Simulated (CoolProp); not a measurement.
Benzene along the isotherm 346.85 °C: density (kg/m³) from the reference equation and from simpler models built on Tc = 288.9 °C, pc = 4.906 MPa, ω = 0.211; each cubic takes its own stable root.

Computed with CoolProp (reference Helmholtz-energy equation of state, Thol 2012).

```tsv
p (MPa)	phase	reference	ideal gas	Redlich-Kwong	Peng-Robinson
0.155	gas	2.367	2.349	2.368	2.370
0.319	gas	4.913	4.834	4.916	4.924
0.654	gas	10.25	9.910	10.27	10.30
1.34	gas	21.82	20.30	21.89	22.03
2.76	gas	49.19	41.82	49.59	50.16
5.67	supercritical	132.2	85.92	135.6	135.9
11.6	supercritical	427.7	175.8	386.1	396.4
23.9	supercritical	555.0	362.2	517.3	558.6
49.1	supercritical	641.3	744.0	618.6	678.0
```
